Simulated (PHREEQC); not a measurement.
Make-up at 20 °C: 0.0013 mol TMAH and 0.00022 mol Na2CO3 per kg of water. Closed to the air; pH follows from the charge balance.

Model: ion-association model, phreeqc.dat, run in PHREEQC.

```json
[
 {"quantity": "pH", "before": "11.27", "after": "10.24"},
 {"quantity": "ionic strength (mol/kgw)", "before": "0.00194", "after": "0.000536"}
]
```

Question: What was changed between the two runs?
A) 0.0008 mol/kgw NaHCO3 added
B) Na2CO3 from 0.00022 to 0.00033 mol/kgw
C) temperature from 20 to 65 °C
D) TMAH left out
E) 4.8e-05 mol/kgw HBr added

Answer: D, TMAH left out

No solid was allowed to form. (CH3)4N+ isn't in the database: it is added as a free cation with an ion size of 4 Å.
